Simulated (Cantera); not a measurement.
Charge: 1 mol Si2H6, 0.12 mol O2, 6.2 mol H2, held at 1248.15 K and 750 Torr.

Method: chemical equilibrium by Gibbs-energy minimisation in Cantera with the NASA 1993 tables (ideal gas, pure condensed phases). Candidate condensed phases: H2O, Si, SiO2; 18 gas species. The feed counts by its element totals alone. Mutual solubility and eutectic melting of coexisting phases are not modelled. The tables hold silica as quartz up to 1696 K and as liquid above; real silica turns to tridymite and cristobalite and melts near 1996 K. Equilibrium is a limit: real reactors are often held back by kinetics, nucleation or transport.

Base state: H2 1.000 (mole fractions); condensed: Si(s) + SiO2(β-quartz).

Q: What changes in the equilibrium state with this change: O2 from 0.12 to 3.8 mol?

A: 
| species | before | after |
|---|---|---|
| H2 | 1.000 | 0.609 |
| H2O | 1.27e-7 | 0.391 |
| Si(s), mol | 1.88 | 0 |
| SiO2(β-quartz), mol | 0.120 | 2.00 |
Gases not in the tables: Si(OH)4.
